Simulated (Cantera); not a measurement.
A closed system holds: 1 mol Si, 3.9 mol F2, 0.82 mol H2, equilibrated at 0.0100 bar.

Method: chemical equilibrium by Gibbs-energy minimisation in Cantera with the NASA 1993 tables (ideal gas, pure condensed phases). Candidate condensed phases: Si; 25 gas species. The numbers say what is thermodynamically allowed, not how fast it happens.

### Question
At 802 °C, list the 4 most abundant gas species with their mole fractions, and the condensed phases.

### Answer
F 0.389, HF 0.355, SiF4 0.217, F2 0.0394. Condensed: gas only.
